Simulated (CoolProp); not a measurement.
The fluid at 484.46 K and 0.183 MPa is throttled through a valve to 0.0903 MPa with no heat exchange. The same conditions are run with several fluids, on thermodynamics alone (safety and materials aside).

Model: reference Helmholtz-energy equation of state of each fluid (normal hydrogen: Leachman 2009; water: Wagner 2002; ammonia: Gao 2020; n-heptane: Span 2003; R125: Lemmon 2005), in CoolProp.

**Question.** Rank normal hydrogen, water, ammonia, n-heptane, R125 by temperature change (K), highest first.

**Answer.** normal hydrogen (+0.0), R125 (-0.3), ammonia (-0.6), n-heptane (-1.1), water (-2.0)

```json
[
 {"fluid": "normal hydrogen", "final density (kg/m³)": "0.0452"},
 {"fluid": "water", "final density (kg/m³)": "0.407"},
 {"fluid": "ammonia", "final density (kg/m³)": "0.383"},
 {"fluid": "n-heptane", "final density (kg/m³)": "2.29"},
 {"fluid": "R125", "final density (kg/m³)": "2.70"}
]
```
